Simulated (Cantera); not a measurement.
A perfectly stirred reactor is fed with NO : N2 = 1 : 0.38 (molar parts), at 0.938 atm; it is held at 1925 K, and followed from long to short residence time.

Computed with Cantera and GRI-Mech 3.0 (53 species, 325 reactions).

Problem. Predict: x(NO) at τ = 0.330 s; x(O) at τ = 0.330 s; x(N2O) at τ = 0.330 s; x(N2) at τ = 0.330 s; x(NO2) at τ = 0.330 s; x(NO) at τ = 17.0 ms; x(O) at τ = 17.0 ms; x(N2O) at τ = 17.0 ms; x(N2) at τ = 17.0 ms; x(NO2) at τ = 17.0 ms.

Solution. 
- x(NO) at τ = 0.330 s: 0.558
- x(O) at τ = 0.330 s: 0.000116
- x(N2O) at τ = 0.330 s: 0.000134
- x(N2) at τ = 0.330 s: 0.358
- x(NO2) at τ = 0.330 s: 0.000691
- x(NO) at τ = 17.0 ms: 0.713
- x(O) at τ = 17.0 ms: 5.06e-5
- x(N2O) at τ = 17.0 ms: 0.000219
- x(N2) at τ = 17.0 ms: 0.281
- x(NO2) at τ = 17.0 ms: 0.000358
